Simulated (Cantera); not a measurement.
A Cantera script and what it prints.

```python
import numpy as np
import cantera as ct

gas_names = [...]  # 110 gases of nasa_gas.yaml made of C, H, O
cond_names = """
    C(gr) C6H6(L) C7H8(L) C8H18(L),n-octa H2O(s) H2O(L)
""".split()


# ... load() reads the species with a 1 bar reference pressure and builds the phases ...
atoms = {
    'C2H2': {'C': 2, 'H': 2},
    'CO2': {'C': 1, 'O': 2},
}
top_T = {'C(gr)': 4500}  # K; cautious upper limits of use, not melting points


# ... equilibrate(T, P, feed) seeds the gas with the atoms and calls Mixture.equilibrate('TP', solver="vcs", rtol=1e-11, max_steps=5000) ...
results = []
feed = {'C2H2': 1, 'CO2': 0.049}  # mol
P = 2800000  # Pa
for T in [1925, 2025, 2125, 2225, 2325, 2425, 2525, 2625, 2725, 2825, 2925]:
    mix = equilibrate(T, P, feed)
    results.append((T, P, feed, dict(zip(mix.species_names, mix.species_moles))))

top = {s: max(r[3][s] / sum(r[3][g] for g in gas_names) for r in results) for s in gas_names}
cols = sorted((s for s in top if top[s] > 0.001), key=lambda s: -top[s])[:5]
seen = [c for c in cond_names if any(r[3].get(c, 0) > 1e-12 for r in results)]
print("log10 of partial pressures in bar; condensed amounts in mol")
print(f"{'T/K':>10s}" + "".join(f"{s[:9]:>10s}" for s in cols + seen))
for T, P, feed, n in results:
    ng = sum(n[g] for g in gas_names)
    print(f"{T:10.4g}" + "".join(f"{np.log10(max(n[s] / ng * P / 1e5, 1e-99)):10.3f}" for s in cols)
          + "".join(f"{n.get(c, 0):10.4g}" for c in seen))
```

Result:

```
log10 of partial pressures in bar; condensed amounts in mol
       T/K        H2        CO C2H2,acet         H       CH4     C(gr)
      1925     1.400     0.401    -1.939    -2.320    -0.482     1.937
      2025     1.401     0.401    -1.642    -2.015    -0.598     1.939
      2125     1.402     0.400    -1.374    -1.739    -0.704      1.94
      2225     1.402     0.400    -1.131    -1.488    -0.800     1.939
      2325     1.401     0.399    -0.910    -1.258    -0.888     1.936
      2425     1.399     0.399    -0.708    -1.047    -0.970     1.931
      2525     1.397     0.398    -0.523    -0.854    -1.047     1.923
      2625     1.394     0.397    -0.355    -0.675    -1.120     1.912
      2725     1.389     0.396    -0.200    -0.510    -1.190     1.896
      2825     1.382     0.395    -0.059    -0.358    -1.258     1.876
      2925     1.373     0.394     0.070    -0.217    -1.326      1.85
```

Cantera equilibrium calculation (NASA polynomials, part measured and part estimated; ideal gas, pure solids and liquids).
